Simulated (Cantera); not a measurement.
Feed: 1 mol Pb, 0.33 mol H₂, 0.021 mol O₂, at 150000 Pa.

Cantera equilibrium calculation (NASA polynomials, part measured and part estimated; ideal gas, pure solids and liquids). Candidate condensed phases: H₂O, Pb, PbO, PbO₂, Pb₃O₄; 12 gas species. Equilibrium is a limit: real reactors are often held back by kinetics, nucleation or transport.

Question: Which condensed phases are stable at each of these points (T (K)): 598, 673, 748, 823, 898, 973, 1048, 1123, 1198, 1273, 1348, 1423, 1498, 1573?

Answer: 
```csv
T (K),condensed phases,Pb condensed (%)
598,Pb(s),100.0
673,Pb(l),100.0
748,Pb(l),100.0
823,Pb(l),100.0
898,Pb(l),100.0
973,Pb(l),100.0
1048,Pb(l),100.0
1123,Pb(l),100.0
1198,Pb(l),100.0
1273,Pb(l),100.0
1348,Pb(l),99.9
1423,Pb(l),99.8
1498,Pb(l),99.5
1573,Pb(l),98.9
```

At 598 K the condensed part is Pb(s). From 673 K to 1573 K the condensed part is Pb(l).
